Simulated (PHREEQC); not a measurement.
Solution (5 °C): 7 mmol/kgw K2CO3, 25 mmol/kgw KNO3 and 28 mmol/kgw KH2PO4. Closed to the air; pH follows from the charge balance.

The numbers come from PHREEQC with the ion-association model, phreeqc.dat.

### Question
The ionic strength comes out as 0.0756 mol/kgw. What activity coefficients do NO3-, KHPO4-, HCO3-, H2PO4-, HPO4-2 get?

### Answer
NO3- 0.78, KHPO4- 0.81, HCO3- 0.81, H2PO4- 0.81, HPO4-2 0.42.

Precipitation was switched off in this run. Complexes and solids missing from the database can't appear. Away from 25 °C the constants follow the database's enthalpies or fits; those with neither stay at their 25 °C values.
